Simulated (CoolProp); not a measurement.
Saturation properties of dodecamethylcyclohexasiloxane (D6).

Values from CoolProp's reference Helmholtz-energy equation of state, Colonna 2008. It is a short technical equation, of lower accuracy than the large ones.

```json
[
 {"T (K)": "340.6", "p (bar)": "0.0009954", "liquid density (kg/m³)": "921.4", "vapour density (kg/m³)": "0.01564", "liquid cp (kJ/(kg K))": "1.654", "surface tension (mN/m)": "15.5"},
 {"T (K)": "362.5", "p (bar)": "0.003879", "liquid density (kg/m³)": "897.1", "vapour density (kg/m³)": "0.05732", "liquid cp (kJ/(kg K))": "1.698", "surface tension (mN/m)": "13.7"},
 {"T (K)": "384.4", "p (bar)": "[?]", "liquid density (kg/m³)": "872.4", "vapour density (kg/m³)": "0.1723", "liquid cp (kJ/(kg K))": "1.743", "surface tension (mN/m)": "[?]"},
 {"T (K)": "406.2", "p (bar)": "0.03318", "liquid density (kg/m³)": "847.4", "vapour density (kg/m³)": "0.4398", "liquid cp (kJ/(kg K))": "[?]", "surface tension (mN/m)": "10.5"},
 {"T (K)": "428.1", "p (bar)": "0.07832", "liquid density (kg/m³)": "821.7", "vapour density (kg/m³)": "0.9914", "liquid cp (kJ/(kg K))": "1.834", "surface tension (mN/m)": "9.02"},
 {"T (K)": "450", "p (bar)": "0.1655", "liquid density (kg/m³)": "795.3", "vapour density (kg/m³)": "2.014", "liquid cp (kJ/(kg K))": "1.880", "surface tension (mN/m)": "7.62"},
 {"T (K)": "471.9", "p (bar)": "0.3193", "liquid density (kg/m³)": "767.9", "vapour density (kg/m³)": "3.767", "liquid cp (kJ/(kg K))": "1.926", "surface tension (mN/m)": "6.30"},
 {"T (K)": "493.7", "p (bar)": "0.5697", "liquid density (kg/m³)": "739.2", "vapour density (kg/m³)": "[?]", "liquid cp (kJ/(kg K))": "1.973", "surface tension (mN/m)": "5.09"},
 {"T (K)": "515.6", "p (bar)": "0.9580", "liquid density (kg/m³)": "708.6", "vapour density (kg/m³)": "[?]", "liquid cp (kJ/(kg K))": "[?]", "surface tension (mN/m)": "3.97"},
 {"T (K)": "537.5", "p (bar)": "1.530", "liquid density (kg/m³)": "675.4", "vapour density (kg/m³)": "17.57", "liquid cp (kJ/(kg K))": "2.074", "surface tension (mN/m)": "2.96"},
 {"T (K)": "559.4", "p (bar)": "2.343", "liquid density (kg/m³)": "638.6", "vapour density (kg/m³)": "27.52", "liquid cp (kJ/(kg K))": "2.135", "surface tension (mN/m)": "2.07"}
]
```

### Question
Fill in the missing entries.

### Answer

- 384.4, p (bar): 0.01234
- 384.4, surface tension (mN/m): 12.1
- 406.2, liquid cp (kJ/(kg K)): 1.788
- 493.7, vapour density (kg/m³): 6.579
- 515.6, vapour density (kg/m³): 10.95
- 515.6, liquid cp (kJ/(kg K)): 2.022

It boils at 518.1 K under 1 atm.

Surface tension comes from a separate correlation (Mulero 2014).
